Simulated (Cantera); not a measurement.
What does this Cantera script print?

```python
import numpy as np
import cantera as ct

gas_names = """
    CL CL2 N N2 Si SiCL SiCL2 SiCL3 SiCL4 SiN Si2 Si2N Si3
""".split()
cond_names = """
    Si(cr) Si(L) Si3N4(a)
""".split()


# ... load() reads the species with a 1 bar reference pressure and builds the phases ...
atoms = {
    'Si2Cl6': {'Si': 2, 'CL': 6},
    'N2': {'N': 2},
}
top_T = {'Si3N4(a)': 2400}  # K; cautious upper limits of use, not melting points


# ... equilibrate(T, P, feed) seeds the gas with the atoms and calls Mixture.equilibrate('TP', solver="vcs", rtol=1e-11, max_steps=5000) ...
results = []
feed = {'Si2Cl6': 1, 'N2': 1}  # mol
for P in [5, 21, 85, 350, 1400, 5900, 24000, 100000]:
    for T in [1200, 1225, 1250, 1275, 1300, 1325, 1350, 1375, 1400, 1425]:
        mix = equilibrate(T, P, feed)
        results.append((T, P, feed, dict(zip(mix.species_names, mix.species_moles))))

for T, P, feed, n in results:
    print(f"{T:7g} {P:10.4g}  " + (" + ".join(c for c in cond_names if n.get(c, 0) > 1e-12) or "gas only"))
```

Result:

```
   1200          5  Si3N4(a)
   1225          5  gas only
   1250          5  gas only
   1275          5  gas only
   1300          5  gas only
   1325          5  gas only
   1350          5  gas only
   1375          5  gas only
   1400          5  gas only
   1425          5  gas only
   1200         21  Si3N4(a)
   1225         21  Si3N4(a)
   1250         21  Si3N4(a)
   1275         21  Si3N4(a)
   1300         21  gas only
   1325         21  gas only
   1350         21  gas only
   1375         21  gas only
   1400         21  gas only
   1425         21  gas only
   1200         85  Si3N4(a)
   1225         85  Si3N4(a)
   1250         85  Si3N4(a)
   1275         85  Si3N4(a)
   1300         85  Si3N4(a)
   1325         85  Si3N4(a)
   1350         85  gas only
   1375         85  gas only
   1400         85  gas only
   1425         85  gas only
   1200        350  Si3N4(a)
   1225        350  Si3N4(a)
   1250        350  Si3N4(a)
   1275        350  Si3N4(a)
   1300        350  Si3N4(a)
   1325        350  Si3N4(a)
   1350        350  Si3N4(a)
   1375        350  Si3N4(a)
   1400        350  Si3N4(a)
   1425        350  gas only
   1200       1400  Si3N4(a)
   1225       1400  Si3N4(a)
   1250       1400  Si3N4(a)
   1275       1400  Si3N4(a)
   1300       1400  Si3N4(a)
   1325       1400  Si3N4(a)
   1350       1400  Si3N4(a)
   1375       1400  Si3N4(a)
   1400       1400  Si3N4(a)
   1425       1400  Si3N4(a)
   1200       5900  Si3N4(a)
   1225       5900  Si3N4(a)
   1250       5900  Si3N4(a)
   1275       5900  Si3N4(a)
   1300       5900  Si3N4(a)
   1325       5900  Si3N4(a)
   1350       5900  Si3N4(a)
   1375       5900  Si3N4(a)
   1400       5900  Si3N4(a)
   1425       5900  Si3N4(a)
   1200    2.4e+04  Si3N4(a)
   1225    2.4e+04  Si3N4(a)
   1250    2.4e+04  Si3N4(a)
   1275    2.4e+04  Si3N4(a)
   1300    2.4e+04  Si3N4(a)
   1325    2.4e+04  Si3N4(a)
   1350    2.4e+04  Si3N4(a)
   1375    2.4e+04  Si3N4(a)
   1400    2.4e+04  Si3N4(a)
   1425    2.4e+04  Si3N4(a)
   1200      1e+05  Si3N4(a)
   1225      1e+05  Si3N4(a)
   1250      1e+05  Si3N4(a)
   1275      1e+05  Si3N4(a)
   1300      1e+05  Si3N4(a)
   1325      1e+05  Si3N4(a)
   1350      1e+05  Si3N4(a)
   1375      1e+05  Si3N4(a)
   1400      1e+05  Si3N4(a)
   1425      1e+05  Si3N4(a)
```

Equilibrium computed with Cantera from the NASA thermochemical tables; the gas is ideal and each condensed phase is pure. The feed counts by its element totals alone. N2 is the only nitrogen source here; it is nearly inert below about 1500 K, so the nitride shown seldom forms there in practice. The tables' values for SiCl3 are old estimates.
